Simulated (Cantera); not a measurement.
# Premixed flame

A freely propagating, adiabatic, planar premixed flame of CH4 : C2H6 : O2 : N2 = 1 : 0.23 : 2 : 9.62 (molar parts), equivalence ratio 1.4, unburnt at 325 K and 64000 Pa; mixture-averaged transport, grid criteria slope 0.08 and curve 0.16, no radiation.

Detailed kinetics in Cantera: GRI-Mech 3.0 (53 species, 325 reactions). Burning velocities carry a grid error of a few per cent, more on coarse grids.

| z (mm) | T (K) | u (m/s) | x CH4 | x C2H6 | x O2 | x CH2CO | x C2H4 | x HO2 |
|---|---|---|---|---|---|---|---|---|
| -6.30 | 325 | 0.107 | 0.0776 | 0.0179 | 0.155 | <1e-8 | 1.95e-7 | <1e-8 |
| -4.20 | 330 | 0.109 | 0.0770 | 0.0178 | 0.154 | 1.08e-7 | 3.58e-6 | 1.17e-7 |
| -3.15 | 353 | 0.117 | 0.0755 | 0.0176 | 0.152 | 1.36e-6 | 3.36e-5 | 8.64e-7 |
| -2.10 | 479 | 0.161 | 0.0689 | 0.0166 | 0.142 | 1.86e-5 | 0.000335 | 9.71e-6 |
| -1.05 | 925 | 0.318 | 0.0463 | 0.0105 | 0.0991 | 0.000183 | 0.00235 | 9.43e-5 |
| -0.525 | 1278 | 0.445 | 0.0269 | 0.00399 | 0.0601 | 0.000422 | 0.00359 | 7.24e-5 |
| 0 | 1592 | 0.560 | 0.00870 | 0.000343 | 0.0219 | 0.000289 | 0.00156 | 1.58e-5 |
| 0.525 | 1729 | 0.608 | 0.00206 | 1.79e-5 | 0.00513 | 4.38e-5 | 0.000184 | 2.00e-6 |
| 1.05 | 1768 | 0.621 | 0.000818 | 2.50e-6 | 0.00123 | 1.25e-5 | 2.70e-5 | 3.50e-7 |
| 2.10 | 1787 | 0.627 | 0.000398 | 3.30e-7 | 0.000130 | 4.96e-6 | 3.73e-6 | 2.84e-8 |
| 4.20 | 1795 | 0.630 | 0.000297 | 6.68e-8 | 7.62e-6 | 2.76e-6 | 1.14e-6 | <1e-8 |
| 8.40 | 1797 | 0.630 | 0.000284 | 2.00e-8 | 3.82e-7 | 1.57e-6 | 6.26e-7 | <1e-8 |
| 16.8 | 1798 | 0.631 | 0.000281 | 1.06e-8 | 4.03e-8 | 9.71e-7 | 4.49e-7 | <1e-8 |
x: mole fraction of selected species; z is measured from the peak of heat release.

```json
{
  "laminar_burning_velocity": "10.6 cm/s",
  "thermal_thickness": "2.10 mm",
  "peak x(CH2CO)": "0.000469",
  "peak x(C2H4)": "0.00359",
  "peak x(HO2)": "9.96e-5",
  "grid_points": "131"
}
```
